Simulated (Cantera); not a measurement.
An adiabatic, constant-volume homogeneous reactor starts with CO : H2 : O2 : N2 = 1 : 0.27 : 0.894 : 3.36 (molar parts), at 1500 K and 1.00 bar. Integrator tolerance rtol = 1e-08.

Cantera simulation using GRI-Mech 3.0 (53 species, 325 reactions); the numbers are that mechanism's predictions, not measurements.

### Question
What does this change do: constant pressure in place of constant volume?

### Answer
```json
[
 {"quantity": "time of steepest temperature rise", "before": "24.6 µs", "after": "24.3 µs"},
 {"quantity": "temperature at 0.300 s", "before": "2802 K", "after": "2676 K"},
 {"quantity": "equilibrium temperature", "before": "2802 K", "after": "2676 K"},
 {"quantity": "x(CO) at 0.300 s", "before": "0.0615 (gas-phase equilibrium 0.0615)", "after": "0.0512 (gas-phase equilibrium 0.0512)"},
 {"quantity": "x(H2) at 0.300 s", "before": "0.00273 (gas-phase equilibrium 0.00273)", "after": "0.00231 (gas-phase equilibrium 0.00231)"},
 {"quantity": "x(O2) at 0.300 s", "before": "0.0653 (gas-phase equilibrium 0.0653)", "after": "0.0636 (gas-phase equilibrium 0.0636)"},
 {"quantity": "x(H2O2) at 0.300 s", "before": "1.75e-7 (gas-phase equilibrium 1.75e-7)", "after": "1.11e-7 (gas-phase equilibrium 1.11e-7)"},
 {"quantity": "x(O) at 0.300 s", "before": "0.0107 (gas-phase equilibrium 0.0107)", "after": "0.00828 (gas-phase equilibrium 0.00828)"},
 {"quantity": "x(HO2) at 0.300 s", "before": "8.86e-6 (gas-phase equilibrium 8.86e-6)", "after": "5.92e-6 (gas-phase equilibrium 5.92e-6)"},
 {"quantity": "x(N2O) at 0.300 s", "before": "1.25e-6 (gas-phase equilibrium 1.25e-6)", "after": "7.86e-7 (gas-phase equilibrium 7.86e-7)"}
]
```

### Question
What does this change do: H2 0.27 to 0.53 parts?

### Answer
```json
[
 {"quantity": "time of steepest temperature rise", "before": "24.6 µs", "after": "19.0 µs"},
 {"quantity": "temperature at 0.300 s", "before": "2802 K", "after": "2862 K"},
 {"quantity": "equilibrium temperature", "before": "2802 K", "after": "2862 K"},
 {"quantity": "x(CO) at 0.300 s", "before": "0.0615 (gas-phase equilibrium 0.0615)", "after": "0.0759 (gas-phase equilibrium 0.0759)"},
 {"quantity": "x(H2) at 0.300 s", "before": "0.00273 (gas-phase equilibrium 0.00273)", "after": "0.00748 (gas-phase equilibrium 0.00748)"},
 {"quantity": "x(O2) at 0.300 s", "before": "0.0653 (gas-phase equilibrium 0.0653)", "after": "0.0481 (gas-phase equilibrium 0.0481)"},
 {"quantity": "x(H2O2) at 0.300 s", "before": "1.75e-7 (gas-phase equilibrium 1.75e-7)", "after": "3.18e-7 (gas-phase equilibrium 3.18e-7)"},
 {"quantity": "x(O) at 0.300 s", "before": "0.0107 (gas-phase equilibrium 0.0107)", "after": "0.0115 (gas-phase equilibrium 0.0115)"},
 {"quantity": "x(HO2) at 0.300 s", "before": "8.86e-6 (gas-phase equilibrium 8.86e-6)", "after": "1.10e-5 (gas-phase equilibrium 1.10e-5)"},
 {"quantity": "x(N2O) at 0.300 s", "before": "1.25e-6 (gas-phase equilibrium 1.25e-6)", "after": "1.13e-6 (gas-phase equilibrium 1.13e-6)"}
]
```
